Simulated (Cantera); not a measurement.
Charge: 1 mol Pb, 1.8 mol H₂, at 1.00 Torr.

These are equilibrium values from Cantera (NASA tables, ideal gas, pure condensed phases), not measurements of a reactor. Candidate condensed phases: Pb; 4 gas species. The numbers say what is thermodynamically allowed, not how fast it happens. All values below are at 1298 K.

Base state: H₂ 0.643, Pb 0.357, H 2.35e-5 (mole fractions); condensed: gas only.

Question: What changes in the equilibrium state with this change: pressure from 1.00 Torr to 100 Torr?

Answer: 
```tsv
species	before	after
H₂	0.643	0.981
Pb	0.357	0.0192
H	2.35e-5	2.91e-6
Pb(l), mol	0	0.965
```
